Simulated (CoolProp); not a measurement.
CF4 (R14) at several states: Z from the reference equation and from simpler models built on Tc = 227.4 K, pc = 3762 kPa, ω = 0.178; each cubic takes its own stable root.

Computed with CoolProp (reference Helmholtz-energy equation of state, Platzer 1990). This equation is an older, rougher fit; its heat capacities, sound speeds and derivatives of the liquid may be far off and weren't checked against measurements.

```json
[
 {"T (K)": "218.4", "p (kPa)": "14000", "phase": "liquid", "reference": "0.5342", "van der Waals": "0.7156", "Redlich-Kwong": "0.5550", "Soave-Redlich-Kwong": "0.5516", "Peng-Robinson": "0.4938"},
 {"T (K)": "378.9", "p (kPa)": "24.5", "phase": "gas", "reference": "0.9997", "van der Waals": "0.9995", "Redlich-Kwong": "0.9996", "Soave-Redlich-Kwong": "0.9997", "Peng-Robinson": "0.9996"},
 {"T (K)": "212.4", "p (kPa)": "700", "phase": "gas", "reference": "0.9172", "van der Waals": "0.9308", "Redlich-Kwong": "0.9183", "Soave-Redlich-Kwong": "0.9166", "Peng-Robinson": "0.9091"},
 {"T (K)": "336.4", "p (kPa)": "3710", "phase": "gas", "reference": "0.9200", "van der Waals": "0.8897", "Redlich-Kwong": "0.9035", "Soave-Redlich-Kwong": "0.9297", "Peng-Robinson": "0.9092"},
 {"T (K)": "139.3", "p (kPa)": "17900", "phase": "liquid", "reference": "0.8066", "van der Waals": "1.176", "Redlich-Kwong": "0.8241", "Soave-Redlich-Kwong": "0.8144", "Peng-Robinson": "0.7254"}
]
```
